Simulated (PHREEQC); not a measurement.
1 kg of water holding 0.049 mol CaCl2 and 0.052 mol MgCl2 is evaporated at 25 °C; the solids stay in contact with the brine. CO2 from the air is kept out. Solids allowed: Bischofite, Brucite, Portlandite, MgCl2_4H2O. Others were left out.

Base run: PHREEQC, Pitzer model, pitzer.dat. Each further column changes one thing. The table gives water activity.

| H2O removed (mol) | base | temperature from 25 to 5 °C | temperature from 25 to 75 °C |
|---|---|---|---|
| 0 | 0.995 | 0.995 | 0.995 |
| 18.01 | 0.993 | 0.993 | 0.993 |
| 30.18 | 0.990 | 0.990 | 0.990 |
| 41.44 | 0.981 | 0.980 | 0.981 |
| 46.01 | 0.970 | 0.970 | 0.971 |
| 49.09 | 0.952 | 0.951 | ? |
| 51.17 | 0.921 | 0.919 | ? |
| 53.1 | 0.819 | 0.814 | 0.835 |
| 53.88 | 0.681 | 0.670 | ? |
| 54.41 | 0.461 | 0.443 | ? |

### Question
What belongs in the gaps?

### Answer

- 49.09, temperature from 25 to 75 °C: 0.955
- 51.17, temperature from 25 to 75 °C: 0.926
- 53.88, temperature from 25 to 75 °C: 0.712
- 54.41, temperature from 25 to 75 °C: 0.514

 Constants without temperature data keep their 25 °C values here.
